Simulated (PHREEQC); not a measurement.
# Brackish or sea water: speciation

Model water analysis in mg/kgw, 20 °C, pH 7.38, pe -0.8:

| constituent | mg/kgw |
|---|---|
| Na | 2870 |
| K | 51.6 |
| Ca | 66.5 |
| Mg | 133 |
| Cl | 5020 |
| S(6) as SO4 | 235 |
| Alkalinity as HCO3 | 5.76 |
| Fe(2) | 11.6 |

Valence states are taken as typed.

All values are PHREEQC results (ion-association model, phreeqc.dat), not measurements.

Precipitation was switched off in this run.

Problem. Predict the specific conductance, charge-balance error, density.

Solution. specific conductance 12900 µS/cm; charge-balance error -2.0 %; density 1.004 g/cm³.

Problem. In which forms is Ca present?

Solution. Ca+2 97 %, CaSO4 3.3 % of the Ca.
